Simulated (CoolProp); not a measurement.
Computed with CoolProp (reference Helmholtz-energy equation of state, Leachman 2009).

Q: For normal hydrogen, give the phase and the conductivity (mW/(m K)) at 192.6 K and 0.572 MPa.

A: 
- 192.6 K and 0.572 MPa: gas; conductivity 129

Thermal conductivity comes from a separate model (Assael 2011).
